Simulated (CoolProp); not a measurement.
A simple Rankine cycle with water: condensing at 289.15 K, boiler at 8.85 MPa, turbine inlet 577.3 K, turbine efficiency 0.7, pump efficiency 0.6, no recuperator. Each further row changes one setting.

Computed with CoolProp (reference Helmholtz-energy equation of state, Wagner 2002).

```json
[
 {"case": "as stated", "thermal efficiency (%)": "28.4", "net work (kJ/kg)": "761", "heat in (kJ/kg)": "2680", "turbine exit temperature (K)": "289.1", "volume ratio over the turbine": "2690"},
 {"case": "turbine inlet 597.3 K", "thermal efficiency (%)": "28.7", "net work (kJ/kg)": "798", "heat in (kJ/kg)": "___", "turbine exit temperature (K)": "289.1", "volume ratio over the turbine": "2480"},
 {"case": "condensing temperature 281.15 K", "thermal efficiency (%)": "___", "net work (kJ/kg)": "___", "heat in (kJ/kg)": "2710", "turbine exit temperature (K)": "281.2", "volume ratio over the turbine": "4400"},
 {"case": "boiler pressure 6.19 MPa", "thermal efficiency (%)": "28.0", "net work (kJ/kg)": "787", "heat in (kJ/kg)": "___", "turbine exit temperature (K)": "289.1", "volume ratio over the turbine": "1710"},
 {"case": "turbine efficiency 0.6", "thermal efficiency (%)": "24.3", "net work (kJ/kg)": "650", "heat in (kJ/kg)": "2680", "turbine exit temperature (K)": "289.1", "volume ratio over the turbine": "2840"}
]
```

**Question.** What belongs in the gaps?

**Answer.** 
- turbine inlet 597.3 K, heat in (kJ/kg): 2780
- condensing temperature 281.15 K, thermal efficiency (%): 29.2
- condensing temperature 281.15 K, net work (kJ/kg): 792
- boiler pressure 6.19 MPa, heat in (kJ/kg): 2820

The expansion ends wet for: as stated; turbine inlet 597.3 K; condensing temperature 281.15 K; boiler pressure 6.19 MPa; turbine efficiency 0.6.
